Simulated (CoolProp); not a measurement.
The fluid at 298.15 K and 0.105 MPa is throttled through a valve to 0.0508 MPa with no heat exchange. The same conditions are run with several fluids, on thermodynamics alone (safety and materials aside).

Model: reference Helmholtz-energy equation of state of each fluid (R114: Platzer 1990; chloromethane (R40): Thol 2014; CF4 (R14): Platzer 1990; R236EA: Rui 2013; carbonyl sulfide: Lemmon 2006), in CoolProp. The equations of Platzer and Polt are older, rougher fits.

| fluid | temperature change (K) | final density (kg/m³) |
|---|---|---|
| R114 | -1.0 | 3.57 |
| chloromethane (R40) | -2.0 | 1.05 |
| CF4 (R14) | -0.3 | 1.81 |
| R236EA | ___ | ___ |
| carbonyl sulfide | ___ | 1.24 |

Complete the blanks.


- R236EA, temperature change (K): -1.3
- R236EA, final density (kg/m³): 3.18
- carbonyl sulfide, temperature change (K): -1.1
